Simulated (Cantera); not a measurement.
Input: 1 mol NaCl, 0.022 mol HCl, 6.2 mol H2, held at 1.00 Torr.

Method: chemical equilibrium by Gibbs-energy minimisation in Cantera with the NASA 1993 tables (ideal gas, pure condensed phases). Candidate condensed phases: Na, NaCl; 10 gas species. Rates play no part. All values below are at 1023 K.

Base state: H2 0.886, NaCl 0.0796, Na2Cl2 0.0316, HCl 0.00316, Na 1.34e-5 (mole fractions); condensed: gas only.

Question: What changes in the equilibrium state with this change: pressure from 1.00 Torr to 285 Torr?

Answer: 
```csv
species,before,after
H2,0.886,0.996
HCl,0.00316,0.00353
NaCl,0.0796,0.000289
Na2Cl2,0.0316,0.000119
Na,1.34e-5,2.73e-9
"NaCl(s), mol",0,0.997
```
